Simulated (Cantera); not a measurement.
## Equilibrium for silicon nitride deposition: trisilylamine + NH3

A closed system holds: 1 mol trisilylamine, 8.1 mol NH3, held at 90.0 Torr.

Cantera equilibrium calculation (NASA polynomials, part measured and part estimated; ideal gas, pure solids and liquids). Candidate condensed phases: Si, Si3N4; 18 gas species. The feed counts by its element totals alone. Mutual solubility and eutectic melting of coexisting phases are not modelled. Gases not in the tables: Si2H6 and higher silanes. Rates play no part.

From 1302 °C to 1552 °C the condensed part is Si3N4(s). At 1577 °C the condensed part is Si(l) + Si3N4(s). The main Si-bearing gas is SiH2 at 1302 °C and Si at 1577 °C.

```tsv
T (°C)	x H2	x N2	x H	x Si	x SiH2	x SiH	n Si3N4(s)	n Si(l)
1302	0.867	0.133	0.000112	2.52e-8	1.72e-7	1.94e-8	1.000	0
1327	0.867	0.133	0.000146	5.74e-8	3.07e-7	4.03e-8	1.000	0
1352	0.867	0.133	0.000190	1.27e-7	5.37e-7	8.18e-8	1.000	0
1377	0.867	0.133	0.000244	2.75e-7	9.25e-7	1.62e-7	1.000	0
1402	0.867	0.133	0.000312	5.81e-7	1.57e-6	3.15e-7	1.000	0
1427	0.867	0.133	0.000396	1.20e-6	2.61e-6	5.99e-7	1.000	0
1452	0.867	0.133	0.000499	2.43e-6	4.29e-6	1.12e-6	1.000	0
1477	0.867	0.133	0.000625	4.81e-6	6.94e-6	2.05e-6	1.000	0
1502	0.866	0.133	0.000778	9.35e-6	1.11e-5	3.70e-6	1.000	0
1527	0.866	0.133	0.000962	1.78e-5	1.75e-5	6.56e-6	1.000	0
1552	0.866	0.133	0.00118	3.34e-5	2.72e-5	1.14e-5	0.999	0
1577	0.836	0.162	0.00142	5.37e-5	3.53e-5	1.69e-5	0.662	1.01
```
x: gas mole fraction; n: condensed amount in mol.
